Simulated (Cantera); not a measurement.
A Cantera script and what it prints.

```python
import numpy as np
import cantera as ct

gas_names = """
    CL CLO CL2 N NO NO2 NO3 N2 N2O O O2 O3 Si SiCL SiCL2 SiCL3 SiCL4 SiN SiO SiO2 Si2 Si2N Si3
""".split()
cond_names = """
    Si(cr) Si(L) SiO2(Lqz) SiO2(hqz) SiO2(L) Si2N2O(s) Si3N4(a)
""".split()


def load(file, names, dense=False):
    # The tables refer to 1 bar. Condensed volumes are neglected.
    table = {s.name: s for s in ct.Species.list_from_file(file)}
    out = []
    for n in names:
        d = dict(table[n].input_data)
        d["thermo"] = dict(d["thermo"], **{"reference-pressure": 1e5})
        if dense:
            d["equation-of-state"] = {"model": "constant-volume", "density": "1e6 g/cm^3"}
        out.append(ct.Species.from_dict(d))
    return out


gas = ct.Solution(thermo="ideal-gas", species=load("nasa_gas.yaml", gas_names))
cond = {s.name: ct.Solution(thermo="fixed-stoichiometry", species=[s], name=s.name)
        for s in load("nasa_condensed.yaml", cond_names, dense=True)}
atoms = {
    'Si3N4': {'Si': 3, 'N': 4},
    'O2': {'O': 2},
    'N2': {'N': 2},
    'Cl2': {'CL': 2},
}
top_T = {'Si2N2O(s)': 2100, 'Si3N4(a)': 2400}  # K; cautious upper limits of use, not melting points


def equilibrate(T, P, feed):
    n = {}
    for name, mol in feed.items():
        for a, k in atoms[name].items():
            n[a] = n.get(a, 0.0) + k * mol
    gas.TPX = T, P, n
    mass = sum(n.values()) * gas.mean_molecular_weight
    gas.equilibrate("TP")
    valid = [c for c in cond.values() if c.min_temp <= T <= top_T.get(c.name, c.max_temp)]
    mix = ct.Mixture([(gas, mass / gas.mean_molecular_weight)] + [(c, 0.0) for c in valid])
    mix.T, mix.P = T, P
    mix.equilibrate("TP", solver="vcs", rtol=1e-11, max_steps=5000)
    return mix


results = []
feed = {'Si3N4': 1, 'O2': 0.22, 'N2': 5, 'Cl2': 0.004}  # mol
P = 10000  # Pa
for T in [1573, 1623, 1673, 1723, 1773, 1823, 1873, 1923, 1973, 2023, 2073, 2123, 2173, 2223]:
    mix = equilibrate(T, P, feed)
    results.append((T, P, feed, dict(zip(mix.species_names, mix.species_moles))))

top = {s: max(r[3][s] / sum(r[3][g] for g in gas_names) for r in results) for s in gas_names}
cols = sorted((s for s in top if top[s] > 1e-05), key=lambda s: -top[s])[:9]
seen = [c for c in cond_names if any(r[3].get(c, 0) > 1e-12 for r in results)]
print("log10 of partial pressures in bar; condensed amounts in mol")
print(f"{'T/K':>10s}" + "".join(f"{s[:9]:>10s}" for s in cols + seen))
for T, P, feed, n in results:
    ng = sum(n[g] for g in gas_names)
    print(f"{T:10.4g}" + "".join(f"{np.log10(max(n[s] / ng * P / 1e5, 1e-99)):10.3f}" for s in cols)
          + "".join(f"{n.get(c, 0):10.4g}" for c in seen))
```

It prints:

```
log10 of partial pressures in bar; condensed amounts in mol
       T/K        N2       SiO        Si     SiCL2      Si2N       SiN      SiCL        CL       Si2     Si(L) Si2N2O(s)  Si3N4(a)
      1573    -1.000    -6.239    -9.079    -4.157   -11.207    -9.600    -7.907    -5.924   -13.577         0      0.44    0.7054
      1623    -1.000    -5.650    -8.375    -4.138   -10.312    -8.977    -7.489    -5.820   -12.486         0    0.4399    0.7054
      1673    -1.000    -5.097    -7.714    -4.129    -9.471    -8.392    -7.100    -5.726   -11.463         0    0.4396    0.7055
      1723    -1.000    -4.578    -7.091    -4.125    -8.681    -7.842    -6.737    -5.640   -10.499         0    0.4386    0.7058
      1773    -1.001    -4.088    -6.504    -4.124    -7.936    -7.323    -6.395    -5.560    -9.592         0    0.4358    0.7068
      1823    -1.001    -3.626    -5.950    -4.126    -7.233    -6.833    -6.075    -5.484    -8.734         0    0.4278    0.7094
      1873    -1.003    -3.190    -5.425    -4.132    -6.568    -6.370    -5.773    -5.415    -7.922         0    0.4064    0.7165
      1923    -1.008    -2.775    -4.926    -4.144    -5.936    -5.931    -5.489    -5.353    -7.150         0    0.3515    0.7346
      1973    -1.021    -2.325    -4.501    -4.298    -5.438    -5.568    -5.316    -5.342    -6.514     2.456   0.09722         0
      2023    -1.027    -2.229    -4.245    -4.327    -5.257    -5.366    -5.167    -5.198    -6.206      2.55         0         0
      2073    -1.027    -2.229    -4.001    -4.352    -5.083    -5.172    -5.023    -5.059    -5.912     2.547         0         0
      2123    -1.028    -2.229    -3.770    -4.384    -4.917    -4.988    -4.891    -4.931    -5.633      2.54         0         0
      2173    -1.028    -2.230    -3.548    -4.427    -4.759    -4.812    -4.771    -4.815    -5.367      2.53         0         0
      2223    -1.029    -2.231    -3.337    -4.483    -4.609    -4.644    -4.664    -4.712    -5.114     2.515         0         0
```

These are equilibrium values from Cantera (NASA tables, ideal gas, pure condensed phases), not measurements of a reactor. Mutual solubility and eutectic melting of coexisting phases are not modelled. The tables' values for SiN, SiCl, SiCl3 are old estimates; treat these amounts as uncertain.
